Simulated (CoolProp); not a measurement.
Saturated liquid density (kg/m³) of isopentane: the reference equation beside estimates from Tc = 460.3 K, pc = 33.78 bar, ω = 0.227. Rackett uses Z = 0.29056 − 0.08775 ω.

The numbers come from the reference Helmholtz-energy equation of state, Lemmon 2006 in CoolProp. It is a short technical equation, of lower accuracy than the large ones.

```
T (K)  reference  Rackett  Redlich-Kwong  Soave-Redlich-Kwong  Peng-Robinson
-----  ---------  -------  -------------  -------------------  -------------
325.1      586.5    591.2          523.4                542.3          614.2
339.2      570.5    574.5          505.4                524.9          595.0
353.3      553.7    557.0          486.0                506.0          574.0
367.4      535.7    538.3          465.1                485.3          550.8
381.5      516.2    518.3          442.4                462.4          524.9
395.6      494.7    496.3          417.4                436.9          495.6
409.7      470.6    471.9          389.6                407.8          462.1
423.8      442.3    443.5          357.7                374.0          422.7
```

Absolute difference from the reference over all 8 rows, mean and median: Rackett 0.5 and 0.4 %, Redlich-Kwong 14.2 and 13.7 %, Soave-Redlich-Kwong 10.6 and 9.9 %, Peng-Robinson 3.0 and 3.2 %.
